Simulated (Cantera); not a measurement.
A perfectly stirred reactor is fed with CH4 : N2 = 1 : 3.7 (molar parts), at 1.00 atm; it is held at 1750 K, and followed from long to short residence time.

Cantera simulation using GRI-Mech 3.0 (53 species, 325 reactions); the numbers are that mechanism's predictions, not measurements. GRI-Mech 3.0 stops at C3 and has no aromatics, soot or wall deposition, so with more carbon than oxygen in the feed, carbon stays in small species such as C2H2 where larger ones or solid carbon would form.

### Question
What does this change do: CH4 1 to 2.7 parts?

### Answer
```tsv
quantity	before	after
x(CH4) at τ = 1.20 s	0.0116	0.0206
x(C2H2) at τ = 1.20 s	0.0822	0.139
x(H2) at τ = 1.20 s	0.248	0.422
x(H) at τ = 1.20 s	0.000111	0.000145
x(HCN) at τ = 1.20 s	4.07e-6	2.01e-6
x(CH4) at τ = 8.60 ms	0.107	0.193
x(C2H2) at τ = 8.60 ms	0.0406	0.0759
x(H2) at τ = 8.60 ms	0.127	0.238
x(H) at τ = 8.60 ms	5.44e-5	7.49e-5
x(HCN) at τ = 8.60 ms	1.51e-7	7.33e-8
```

### Question
What does this change do: N2 3.7 to 1.2 parts?

### Answer
```
quantity                  before     after
----------------------  --------  --------
x(CH4) at τ = 1.20 s      0.0116    0.0219
x(C2H2) at τ = 1.20 s     0.0822     0.147
x(H2) at τ = 1.20 s        0.248     0.445
x(H) at τ = 1.20 s      0.000111  0.000149
x(HCN) at τ = 1.20 s     4.07e-6   1.82e-6
x(CH4) at τ = 8.60 ms      0.107     0.205
x(C2H2) at τ = 8.60 ms    0.0406    0.0810
x(H2) at τ = 8.60 ms       0.127     0.254
x(H) at τ = 8.60 ms      5.44e-5   7.75e-5
x(HCN) at τ = 8.60 ms    1.51e-7   6.60e-8
```
